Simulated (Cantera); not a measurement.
Feed: 1 mol SiO₂, 0.2 mol Al₂O₃, 7.3 mol N₂, at 873.15 K and 13300 Pa.

These are equilibrium values from Cantera (NASA tables, ideal gas, pure condensed phases), not measurements of a reactor. Candidate condensed phases: Al, AlN, Al₂O₃, Al₂SiO₅, Al₆Si₂O₁₃, Si, SiO₂, Si₂N₂O, Si₃N₄; 23 gas species. Condensed phases not in the tables: alloys, solid solutions and most ternary compounds. The numbers say what is thermodynamically allowed, not how fast it happens.

Task: What is the equilibrium state?

Result: 
```
Property                                          Result
---------------------------------------------  ---------
x(N₂)                                               1.00
n(Al₂SiO₅(andalusite))                         0.200 mol
n(SiO₂(β-quartz))                              0.800 mol
gas amount                                     7.300 mol
log10 activity of Al₆Si₂O₁₃(mullite) (absent)      -0.88
log10 activity of Si(s) (absent)                  -12.26
log10 activity of Al(s) (absent)                  -17.55
```
